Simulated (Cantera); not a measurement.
# Catalytic combustion on Pt

An isothermal plug-flow reactor at 950 K and 5.00 bar (inlet), inlet velocity 4.3 m/s, active area per volume 240 1/m; feed 2.22 % CO, 5.38 % O₂, 92.4 % N₂, equivalence ratio 0.21.

Detailed kinetics in Cantera: Deutschmann's 1995 Pt surface mechanism with GRI-Mech 3.0 gas chemistry. Catalytic surfaces can have several steady states; this one follows from the mechanism file's or the stated starting coverage. Mass transfer to the wall is taken as infinitely fast.

```
z (m)        x CO    x O₂   x H₂O     x CO₂  θ free Pt    θ O*     θ CO*
-------  --------  ------  ------  --------  ---------  ------  --------
0.00014    0.0218  0.0536  <1e-12  0.000423      0.240  0.0101     0.750
0.00023    0.0215  0.0535  <1e-12  0.000698      0.241  0.0102     0.749
0.00038    0.0211  0.0533  <1e-12   0.00116      0.244  0.0104     0.746
0.00063    0.0203  0.0529  <1e-12   0.00195      0.248  0.0108     0.741
0.001      0.0191  0.0523  <1e-12   0.00317      0.255  0.0114     0.733
0.0017     0.0166  0.0511  <1e-12   0.00566      0.273  0.0130     0.714
0.0029     0.0115  0.0487  <1e-12    0.0109      0.325  0.0192     0.655
0.0049    0.00139  0.0438  <1e-12    0.0211      0.152   0.846   0.00177
0.0081   0.000467  0.0434  <1e-12    0.0220      0.125   0.875  0.000389
0.014     9.15e-5  0.0432  <1e-12    0.0224      0.118   0.882   6.76e-5
```
x: gas mole fraction; θ: surface coverage.
